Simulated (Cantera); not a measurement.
# Equilibrium for oxide etching and cleaning by halides: SiO2 + F2

Charge: 1 mol SiO2, a varied amount of F2, at 975 K and 1.00 Torr.

Cantera equilibrium calculation (NASA polynomials, part measured and part estimated; ideal gas, pure solids and liquids). Candidate condensed phases: Si, SiO2; 17 gas species. Kinetics and transport are ignored.

```tsv
n(F2) (mol)	x F	x O2	x SiF4	x F2	x FO2	x FO	x F2O	x O	n SiO2(β-quartz)
1.2	1.78e-10	0.500	0.500	<1e-12	<1e-12	<1e-12	<1e-12	1.40e-9	0.400
1.6	1.78e-10	0.500	0.500	<1e-12	<1e-12	<1e-12	<1e-12	1.40e-9	0.200
2	1.78e-10	0.500	0.500	<1e-12	<1e-12	<1e-12	<1e-12	1.40e-9	0
2.4	0.259	0.363	0.363	0.0155	1.23e-6	5.35e-7	1.55e-8	1.19e-9	0
2.8	0.390	0.287	0.288	0.0350	1.47e-6	7.17e-7	3.13e-8	1.06e-9	0
3.3	0.487	0.229	0.229	0.0546	1.46e-6	7.99e-7	4.35e-8	9.46e-10	0
3.7	0.538	0.198	0.198	0.0667	1.39e-6	8.20e-7	4.94e-8	8.78e-10	0
4.1	0.576	0.174	0.174	0.0764	1.31e-6	8.23e-7	5.31e-8	8.23e-10	0
4.5	0.606	0.155	0.155	0.0844	1.23e-6	8.18e-7	5.54e-8	7.78e-10	0
4.9	0.629	0.140	0.140	0.0911	1.15e-6	8.07e-7	5.68e-8	7.39e-10	0
5.4	0.652	0.125	0.125	0.0980	1.06e-6	7.90e-7	5.77e-8	6.98e-10	0
```
x: gas mole fraction; n: condensed amount in mol.

From 1.2 mol F2 to 1.6 mol F2 the condensed part is SiO2(β-quartz). From 2 mol F2 to 5.4 mol F2 nothing is condensed. The main Si-bearing gas is SiF4 throughout.
